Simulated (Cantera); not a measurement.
A freely propagating, adiabatic, planar premixed flame of CH3OH : O2 : N2 = 1 : 2.24 : 8.42 (molar parts), unburnt at 423 K and 120 Torr; mixture-averaged transport, grid criteria slope 0.08 and curve 0.16, no radiation.

Model: GRI-Mech 3.0 (53 species, 325 reactions), integrated in Cantera. GRI-Mech 3.0 was tuned for natural gas; its chemistry of methanol as a main component is partial and can be far from experiment. Burning velocities carry a grid error of a few per cent, more on coarse grids.

Task: What does this change do: O2 2.24 to 1.8 parts?

Result: 
```
quantity                     before      after
------------------------  ---------  ---------
laminar burning velocity  47.2 cm/s  53.9 cm/s
thermal thickness           2.41 mm    2.25 mm
peak x(HCO)                 8.35e-5   0.000119
peak x(C2H6)                3.19e-8    1.03e-7
peak x(CH4)                 1.76e-5    3.60e-5
```

Task: What does this change do: N2 8.42 to 6.5 parts?

Result: 
```json
[
 {"quantity": "laminar burning velocity", "before": "47.2 cm/s", "after": "72.5 cm/s"},
 {"quantity": "thermal thickness", "before": "2.41 mm", "after": "1.76 mm"},
 {"quantity": "peak x(HCO)", "before": "8.35e-5", "after": "0.000155"},
 {"quantity": "peak x(C2H6)", "before": "3.19e-8", "after": "4.87e-8"},
 {"quantity": "peak x(CH4)", "before": "1.76e-5", "after": "2.99e-5"}
]
```
